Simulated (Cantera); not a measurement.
An isothermal, constant-pressure homogeneous reactor starts with 0.818 % H2, 82.7 % O2, 16.5 % N2, at 1250 K and 0.0118 atm.

Cantera simulation using the H2/O2 subset of GRI-Mech 3.0, which has no nitrogen chemistry; the numbers are that mechanism's predictions, not measurements. Radical loss at walls, strong at low pressure, is not modelled.

x: mole fraction; the columns are a selection and need not sum to one.

```tsv
t (s)	x H2	x O2	x OH	x H2O2	x H
0.000800	0.00818	0.827	___	3.91e-12	2.84e-9
0.00177	0.00818	0.827	___	1.84e-11	1.48e-8
0.00390	0.00818	0.827	___	8.69e-11	4.73e-7
0.00862	0.00368	0.822	___	4.50e-8	0.000384
0.0190	3.55e-5	0.819	0.000755	1.26e-8	0.000310
0.0420	3.10e-5	0.819	0.000720	1.21e-8	0.000276
0.0928	2.71e-5	0.820	0.000673	1.19e-8	0.000223
0.205	2.05e-5	0.822	___	1.13e-8	0.000146
0.453	1.23e-5	0.823	___	1.01e-8	6.67e-5
1.00	5.41e-6	0.825	___	7.79e-9	1.93e-5
```

**Question.** Fill in the missing entries.

**Answer.** 
- 0.000800, x OH: 1.66e-8
- 0.00177, x OH: 1.02e-7
- 0.00390, x OH: 3.36e-6
- 0.00862, x OH: 0.00151
- 0.205, x OH: 0.000586
- 0.453, x OH: 0.000454
- 1.00, x OH: 0.000302
